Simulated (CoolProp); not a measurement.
The numbers come from the reference Helmholtz-energy equation of state, Zhou 2011 in CoolProp.

Give the vapour pressure (kPa), liquid density (kg/m³), liquid cp (kJ/(kg K)) of saturated dimethyl carbonate at 88.25, 108.45, 128.65 °C.


```json
[
 {"T (°C)": "88.25", "p (kPa)": "95.5", "liquid density (kg/m³)": "977", "liquid cp (kJ/(kg K))": "1.95"},
 {"T (°C)": "108.45", "p (kPa)": "176", "liquid density (kg/m³)": "947", "liquid cp (kJ/(kg K))": "2.01"},
 {"T (°C)": "128.65", "p (kPa)": "302", "liquid density (kg/m³)": "917", "liquid cp (kJ/(kg K))": "2.06"}
]
```
